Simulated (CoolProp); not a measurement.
Saturation properties of n-perfluorohexane.

Computed with CoolProp (reference Helmholtz-energy equation of state, Gao 2022).

| T (°C) | p (MPa) | liquid density (kg/m³) | vapour density (kg/m³) |
|---|---|---|---|
| 81.25 | 0.2145 | … | 27.60 |
| 84.45 | 0.2348 | 1486 | 30.20 |
| 87.55 | 0.2558 | 1474 | 32.90 |
| 90.75 | 0.2790 | … | 35.90 |
| 93.85 | 0.3030 | 1450 | 39.03 |
| 97.05 | 0.3293 | … | 42.50 |
| 100.15 | 0.3564 | 1425 | 46.11 |
| 103.35 | 0.3862 | 1412 | 50.12 |
| 106.45 | 0.4168 | 1399 | 54.29 |
| 109.65 | 0.4503 | 1385 | 58.93 |
| 112.75 | … | 1371 | 63.77 |
| 115.95 | 0.5222 | 1357 | 69.15 |
| 119.05 | 0.5606 | 1342 | 74.78 |

Problem. What belongs in the gaps?

Solution. 
- 81.25, liquid density (kg/m³): 1497
- 90.75, liquid density (kg/m³): 1462
- 97.05, liquid density (kg/m³): 1438
- 112.75, p (MPa): 0.4847

It boils at 57.1 °C under 1 atm.
